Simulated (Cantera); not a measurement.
Ta₂O₅ + CH₄ + CO (carbothermic reduction)

Charge: 1 mol Ta₂O₅, 3.4 mol CH₄, 1.2 mol CO, at 1698.15 K and 0.608 Torr.

Method: chemical equilibrium by Gibbs-energy minimisation in Cantera with the NASA 1993 tables (ideal gas, pure condensed phases). Candidate condensed phases: C, C₆H₆, C₇H₈, C₈H₁₈, H₂O, Ta, TaC, Ta₂O₅; 113 gas species. Mutual solubility and eutectic melting of coexisting phases are not modelled. TaC: taken at fixed stoichiometry. Condensed phases not in the tables: Ta₂C. Rates play no part.

- x(H₂) = 0.648
- x(CO) = 0.347
- x(H) = 0.00410
- x(H₂O) = 0.000438
- x(CO₂) = 6.88e-5
- x(TaO₂) = 1.92e-6
- n(TaC(s)) = 0.973 mol
- n(Ta₂O₅(s)) = 0.514 mol
- gas amount = 10.45 mol
- log10 activity of Ta(s) (absent) = -0.62
- log10 activity of C(graphite) (absent) = -3.69
